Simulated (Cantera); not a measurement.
An isothermal, constant-pressure homogeneous reactor starts with C₂H₆ : N₂ = 1 : 2.5 (molar parts), at 1175 K and 0.0553 atm. Integrator tolerance rtol = 1e-08.

Model: GRI-Mech 3.0 (53 species, 325 reactions), integrated in Cantera. GRI-Mech 3.0 stops at C3 and has no aromatics, soot or wall deposition, so with more carbon than oxygen in the feed, carbon stays in small species such as C2H2 where larger ones or solid carbon would form.

| quantity | before | after |
|---|---|---|
| x(C₂H₆) at 70.0 s | 0.000123 (gas-phase equilibrium 4.71e-5) | 0.000270 (gas-phase equilibrium 3.90e-9) |
| x(HCN) at 70.0 s | 2.01e-11 (gas-phase equilibrium 0.0720) | 9.02e-10 (gas-phase equilibrium 0.0826) |
| x(H) at 70.0 s | 1.06e-6 (gas-phase equilibrium 2.40e-7) | 3.96e-6 (gas-phase equilibrium 4.79e-6) |
| x(CH₄) at 70.0 s | 0.0434 (gas-phase equilibrium 0.123) | 0.0982 (gas-phase equilibrium 0.00146) |
| x(C₂H) at 70.0 s | 7.04e-11 (gas-phase equilibrium 1.46e-11) | 1.72e-10 (gas-phase equilibrium 2.62e-10) |
| x(CH₂) at 70.0 s | 5.28e-12 (gas-phase equilibrium 1.42e-12) | 4.06e-10 (gas-phase equilibrium 2.30e-12) |

### Question
Name the change that produced these shifts.
A) N2 2.5 to 1.5 parts
B) temperature 1175 to 1925 K
C) pressure from 0.0553 atm to 0.000237 atm
D) pressure from 0.0553 atm to 0.000493 atm

### Answer
C, pressure from 0.0553 atm to 0.000237 atm
